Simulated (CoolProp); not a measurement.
Vapour-liquid equilibrium of hydrogen chloride (1) + n-butane (2) at 205.1 K; x and y are mole fractions of (1).

Computed with CoolProp (multi-fluid Helmholtz-energy mixture model, Thol 2018 and Bücker 2006; pair parameters Bell 2016).

```
x     bubble pressure, mixture model (kPa)  bubble pressure, Raoult's law (kPa)  y, mixture model  y, Raoult's law
----  ------------------------------------  -----------------------------------  ----------------  ---------------
0.05                                 38.23                                14.85             0.928            0.818
0.2                                  127.8                                50.84             0.980            0.955
0.35                                 176.6                                86.84             0.987            0.979
0.5                                  194.5                                122.8             0.989            0.988
0.65                                 201.0                                158.8             0.989            0.994
0.8                                  210.6                                194.8             0.991            0.997
0.95                                 232.0                                230.8             0.997            0.999
```

The largest gap from Raoult's law is +157.4 % in bubble pressure, at x = 0.05. No azeotrope shows between x = 0.05 and 0.95.

Pair parameters are fitted to limited data, so mixtures are less certain than the pure fluids. With so large a gap from Raoult's law the liquid may split in two, which this calculation doesn't test in full.
